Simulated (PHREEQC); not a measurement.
0.56 g of hydrous ferric oxide (600 m²/g; 0.2 weak and 0.005 strong sites per Fe, Dzombak-Morel constants, diffuse double layer) in 1 kg of water with 0.3 mol/kgw of an inert sodium salt, at 25 °C; the pH is set by adding NaOH or the inert anion's acid. Oxygen alone is held at its pressure in air (log pO2 = -0.68). No CO2 enters from the air. Nothing may precipitate in this run.

Equilibrium calculation in PHREEQC: ion-association model, wateq4f.dat.

```csv
pH,surface charge σ (C/m²),surface potential ψ (mV)
3,0.368,126
3.38,0.365,125
3.75,0.357,124
4.12,0.343,122
4.5,0.318,118
4.88,0.282,112
5.25,0.240,104
5.62,0.196,94
6,0.154,83
6.38,0.116,70
6.75,0.085,56
7.12,0.058,42
7.5,0.034,26
7.88,0.012,10
8.25,-0.008,-6
8.62,-0.028,-22
9,-0.051,-38
```

Complexes and solids missing from the database can't appear. The oxide is taken as insoluble; below pH 4 it would dissolve.
